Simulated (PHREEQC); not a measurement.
0.069 g of hydrous ferric oxide (600 m²/g; 0.2 weak and 0.005 strong sites per Fe, Dzombak-Morel constants, diffuse double layer) in 1 kg of water with 0.001 mol/kgw of an inert sodium salt and 0.00039 mol/kgw PbCl2, at 25 °C; the pH is set by adding NaOH or the inert anion's acid. O2 is buffered at 0.21 atm. The system is closed to CO2. Precipitation was switched off in this run.

Base run: PHREEQC, ion-association model, wateq4f.dat. Each further column changes one thing. The table gives surface charge σ (C/m²).

| pH | base | background salt from 0.001 to 0.0001 mol/kgw | oxide from 0.069 to 0.35 g/kgw |
|---|---|---|---|
| 3 | 0.275 | 0.259 | 0.278 |
| 3.5 | 0.206 | 0.184 | 0.208 |
| 4.5 | 0.104 | … | 0.104 |
| 5 | 0.074 | … | 0.072 |
| 5.5 | 0.062 | 0.050 | … |
| 6.5 | 0.061 | 0.048 | 0.040 |
| 7 | 0.059 | … | 0.032 |
| 7.5 | 0.054 | 0.041 | 0.023 |
| 8.5 | 0.031 | 0.023 | 0.010 |
| 9 | 0.022 | 0.016 | 0.006 |

Some entries are withheld; supply them.


- 4.5, background salt from 0.001 to 0.0001 mol/kgw: 0.087
- 5, background salt from 0.001 to 0.0001 mol/kgw: 0.060
- 5.5, oxide from 0.069 to 0.35 g/kgw: 0.057
- 7, background salt from 0.001 to 0.0001 mol/kgw: 0.046

The oxide is taken as insoluble; below pH 4 it would dissolve.
